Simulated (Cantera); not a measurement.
A perfectly stirred reactor is fed with 1.09 % CH2O, 0.276 % O2, 98.6 % N2, equivalence ratio 3.9, at 0.620 bar; it is held at 950 K, and followed from long to short residence time.

Detailed kinetics in Cantera: GRI-Mech 3.0 (53 species, 325 reactions).

Q: Predict: x(CH2O) at τ = 9.80 s; x(O2) at τ = 9.80 s; x(CH2O) at τ = 0.210 s; x(O2) at τ = 0.210 s.

A: 
```json
{
  "x(CH2O) at τ = 9.80 s": "3.37e-6",
  "x(O2) at τ = 9.80 s": "7.14e-5",
  "x(CH2O) at τ = 0.210 s": "0.00220",
  "x(O2) at τ = 0.210 s": "0.000958"
}
```
